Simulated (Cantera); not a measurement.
## Hydrogen reduction and annealing atmospheres: V2O5 + H2 + N2

Feed: 1 mol V2O5, 3 mol H2, 1.5 mol N2, equilibrated at 1 atm.

Cantera equilibrium calculation (NASA polynomials, part measured and part estimated; ideal gas, pure solids and liquids). Candidate condensed phases: H2O, V, VN, VO, V2O3, V2O4, V2O5; 28 gas species. Condensed phases not in the tables: the oxides between V2O3 and V2O5 other than VO2. Equilibrium is a limit: real reactors are often held back by kinetics, nucleation or transport.

```tsv
T (K)	x H2O	x N2	x H2	x H	n V2O3(s)
723	0.445	0.333	0.222	<1e-12	1.00
873	0.444	0.333	0.222	2.19e-11	1.00
1023	0.444	0.333	0.222	1.94e-9	1.00
1173	0.444	0.333	0.222	5.52e-8	1.00
1323	0.444	0.333	0.222	7.43e-7	1.00
1473	0.444	0.333	0.222	5.92e-6	1.00
1623	0.444	0.333	0.222	3.24e-5	1.00
1773	0.444	0.333	0.222	0.000133	1.000
1923	0.444	0.333	0.222	0.000441	1.000
2073	0.444	0.333	0.222	0.00123	0.999
2223	0.441	0.332	0.221	0.00299	0.996
```
x: gas mole fraction; n: condensed amount in mol.

From 723 K to 2223 K the condensed part is V2O3(s).
